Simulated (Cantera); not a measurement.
A closed system holds: 1 mol SiH₄, 40 mol N₂, 0.062 mol Cl₂, at 1823 K and 101000 Pa.

These are equilibrium values from Cantera (NASA tables, ideal gas, pure condensed phases), not measurements of a reactor. Candidate condensed phases: NH₄Cl, Si, Si₃N₄; 28 gas species. The numbers say what is thermodynamically allowed, not how fast it happens.

Base state: N₂ 0.950, H₂ 0.0468, HCl 0.00293, H 9.31e-5, SiCl₂ 3.07e-5 (mole fractions); condensed: Si₃N₄(s).

Task: What changes in the equilibrium state with this change: Cl₂ from 0.062 to 0.54 mol?

Result: 
```json
[
 {"species": "N₂", "before": "0.950", "after": "0.939"},
 {"species": "H₂", "before": "0.0468", "after": "0.0370"},
 {"species": "HCl", "before": "0.00293", "after": "0.0212"},
 {"species": "SiCl₂", "before": "3.07e-5", "after": "0.00206"},
 {"species": "SiCl₃", "before": "1.91e-7", "after": "0.000105"},
 {"species": "Cl", "before": "4.44e-6", "after": "3.62e-5"},
 {"species": "H", "before": "9.31e-5", "after": "8.28e-5"},
 {"species": "Si₃N₄(s), mol", "before": "0.333", "after": "0.303"}
]
```
The tables' values for SiCl₃ are old estimates; treat these amounts as uncertain.

Task: What changes in the equilibrium state with this change: SiH₄ replaced by Si₂H₆?

Result: 
```csv
species,before,after
N₂,0.950,0.927
H₂,0.0468,0.0704
HCl,0.00293,0.00293
H,9.31e-5,0.000114
SiCl₂,3.07e-5,2.07e-5
"Si₃N₄(s), mol",0.333,0.666
```
The feed counts by its element totals alone.
